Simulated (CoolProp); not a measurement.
Acetone along the isotherm 102.45 °C: density (kg/m³) from the reference equation and from simpler models built on Tc = 235.0 °C, pc = 4.692 MPa, ω = 0.307; each cubic takes its own stable root.

Model: reference Helmholtz-energy equation of state, Lemmon 2006, in CoolProp. It is a short technical equation, of lower accuracy than the large ones.

```tsv
p (MPa)	phase	reference	van der Waals	Redlich-Kwong
5.21	liquid	700.1	370.1	525.3
10.4	liquid	709.2	383.7	538.8
15.6	liquid	717.3	393.8	549.9
20.9	liquid	724.8	402.0	559.6
26.1	liquid	731.5	408.6	567.9
31.3	liquid	737.8	414.3	575.2
36.5	liquid	743.7	419.2	581.7
41.7	liquid	749.2	423.6	587.6
46.9	liquid	754.4	427.4	593.0
```
